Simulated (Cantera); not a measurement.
Input: 1 mol trisilylamine, 0.76 mol NH3, 79 mol H2, held at 0.000450 bar.

Method: chemical equilibrium by Gibbs-energy minimisation in Cantera with the NASA 1993 tables (ideal gas, pure condensed phases). Candidate condensed phases: Si, Si3N4; 18 gas species. The feed counts by its element totals alone. Mutual solubility and eutectic melting of coexisting phases are not modelled. Equilibrium is a limit: real reactors are often held back by kinetics, nucleation or transport. All values below are at 1075 K.

Base state: H2 1.000 (mole fractions); condensed: Si(s) + Si3N4(s).

Task: What changes in the equilibrium state with this change: NH3 from 0.76 to 7.4 mol?

Result: 
```json
[
 {"species": "H2", "before": "1.000", "after": "0.977"},
 {"species": "N2", "before": "8.29e-7", "after": "0.0227"},
 {"species": "Si(s), mol", "before": "1.68", "after": "0"},
 {"species": "Si3N4(s), mol", "before": "0.440", "after": "1.00"}
]
```
